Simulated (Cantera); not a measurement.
# Premixed flame

A freely propagating, adiabatic, planar premixed flame of 5.56 % C₃H₈, 19.9 % O₂, 74.6 % N₂, equivalence ratio 1.4, unburnt at 700 K and 0.120 bar; mixture-averaged transport, grid criteria slope 0.08 and curve 0.16, no radiation.

Detailed kinetics in Cantera: GRI-Mech 3.0 (53 species, 325 reactions). GRI-Mech 3.0 was tuned for natural gas; its chemistry of propane as a main component is partial and can be far from experiment. Burning velocities carry a grid error of a few per cent, more on coarse grids.

| z (mm) | T (K) | u (m/s) | x C₃H₈ | x O₂ | x C₂H₄ | x N₂O | x H₂O₂ | x CH₄ |
|---|---|---|---|---|---|---|---|---|
| -5.73 | 700 | 2.13 | 0.0555 | 0.198 | 1.58e-6 | <1e-8 | <1e-8 | 1.46e-6 |
| -3.82 | 702 | 2.15 | 0.0553 | 0.197 | 2.30e-5 | <1e-8 | 2.64e-8 | 1.47e-5 |
| -2.87 | 708 | 2.18 | 0.0549 | 0.195 | 0.000141 | <1e-8 | 1.25e-7 | 6.66e-5 |
| -1.91 | 756 | 2.36 | 0.0534 | 0.188 | 0.00129 | <1e-8 | 7.81e-7 | 0.000401 |
| -0.955 | 1081 | 3.54 | 0.0357 | 0.150 | 0.0120 | <1e-8 | 5.25e-6 | 0.00241 |
| -0.478 | 1447 | 4.95 | 0.0103 | 0.103 | 0.0179 | <1e-8 | 6.94e-6 | 0.00377 |
| 0 | 1802 | 6.35 | 0.000365 | 0.0565 | 0.00721 | <1e-8 | 1.59e-6 | 0.00248 |
| 0.478 | 2008 | 7.13 | 1.15e-6 | 0.0270 | 0.000867 | <1e-8 | 2.90e-7 | 0.000700 |
| 0.955 | 2089 | 7.42 | <1e-8 | 0.0127 | 5.17e-5 | <1e-8 | 4.72e-8 | 0.000130 |
| 1.91 | 2124 | 7.53 | <1e-8 | 0.00420 | 9.83e-8 | <1e-8 | 1.40e-8 | 3.61e-6 |
| 3.82 | 2134 | 7.54 | <1e-8 | 0.00233 | <1e-8 | <1e-8 | 1.21e-8 | <1e-8 |
| 7.64 | 2140 | 7.55 | <1e-8 | 0.00210 | <1e-8 | <1e-8 | 1.15e-8 | <1e-8 |
| 15.3 | 2150 | 7.58 | <1e-8 | 0.00197 | <1e-8 | <1e-8 | 1.09e-8 | <1e-8 |
x: mole fraction of selected species; z is measured from the peak of heat release.

| Item | Result |
|---|---|
| laminar burning velocity | 213 cm/s |
| thermal thickness | 1.91 mm |
| peak x(C₂H₄) | 0.0181 |
| peak x(H₂O₂) | 7.53e-6 |
| peak x(CH₄) | 0.00378 |
| grid points | 151 |
